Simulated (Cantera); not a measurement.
Cantera run, input and output.

```python
import numpy as np
import cantera as ct

gas = ct.Solution("gri30.yaml")
gas.TPX = 325, 15000, {'CH4': 1, 'O2': 1.54, 'N2': 5.78}
flame = ct.FreeFlame(gas, width=0.15)
flame.set_refine_criteria(ratio=3, slope=0.08, curve=0.16)
flame.transport_model = "mixture-averaged"
flame.solve(loglevel=0, auto=True)
z, T = flame.grid, flame.T
thick = (T[-1] - T[0]) / np.gradient(T, z).max()
show = ['CH4', 'O2', 'CO2', 'NO2', 'NO', 'C2H6']
print(f"laminar burning velocity  {flame.velocity[0] * 100:.3f} cm/s")
print(f"burnt temperature         {T[-1]:.1f} K")
print(f"thermal thickness         {thick * 1e3:.4f} mm")
print(f"grid points               {len(z)}")
z0 = z[flame.heat_release_rate.argmax()]
print(f"{'z/mm':>9s}{'T/K':>9s}{'u/(m/s)':>9s}" + "".join(f"{s:>11s}" for s in show))
rows = []
for k in (-3, -2, -1.5, -1, -0.5, -0.25, 0, 0.25, 0.5, 1, 2, 4, 8):
    zz = z0 + k * thick
    rows.append([k * thick, np.interp(zz, z, T), np.interp(zz, z, flame.velocity),
                 *(np.interp(zz, z, flame.X[gas.species_index(s)]) for s in show)])
    print(f"{rows[-1][0] * 1e3:9.3f}{rows[-1][1]:9.1f}{rows[-1][2]:9.3f}" + "".join(f"{x:11.3e}" for x in rows[-1][3:]))
```

Result:

```
laminar burning velocity  51.564 cm/s
burnt temperature         2043.7 K
thermal thickness         2.3883 mm
grid points               157
     z/mm      T/K  u/(m/s)        CH4         O2        CO2        NO2         NO       C2H6
   -7.165    325.0    0.516  1.200e-01  1.849e-01  8.885e-09  1.149e-11  3.665e-11  2.026e-09
   -4.777    325.8    0.519  1.196e-01  1.843e-01  4.309e-07  4.504e-10  1.039e-09  1.129e-07
   -3.582    332.8    0.533  1.185e-01  1.831e-01  8.160e-06  6.482e-09  1.216e-08  2.450e-06
   -2.388    424.2    0.688  1.116e-01  1.763e-01  2.863e-04  7.648e-08  2.843e-07  1.032e-04
   -1.194    943.5    1.568  7.495e-02  1.343e-01  4.639e-03  1.716e-08  3.476e-06  1.520e-03
   -0.597   1363.0    2.299  4.023e-02  8.969e-02  1.132e-02  1.132e-08  7.487e-06  1.366e-03
    0.000   1716.0    2.926  1.084e-02  4.301e-02  2.117e-02  3.467e-09  1.425e-05  1.413e-04
    0.597   1875.6    3.205  1.279e-03  1.610e-02  3.151e-02  5.151e-10  2.423e-05  1.809e-06
    1.194   1915.4    3.266  9.300e-05  6.223e-03  3.979e-02  2.508e-10  3.347e-05  1.106e-08
    2.388   1931.0    3.281  4.987e-07  2.210e-03  4.835e-02  2.654e-10  4.289e-05  6.487e-13
    4.777   1941.5    3.291  1.094e-10  1.606e-03  5.230e-02  2.857e-10  4.806e-05  1.694e-19
    9.553   1954.7    3.309  1.140e-14  1.381e-03  5.280e-02  2.995e-10  5.005e-05  1.082e-23
   19.106   1974.2    3.338  1.725e-15  1.084e-03  5.275e-02  3.174e-10  5.190e-05  3.568e-28
```

Detailed kinetics in Cantera: GRI-Mech 3.0 (53 species, 325 reactions). Burning velocities carry a grid error of a few per cent, more on coarse grids.
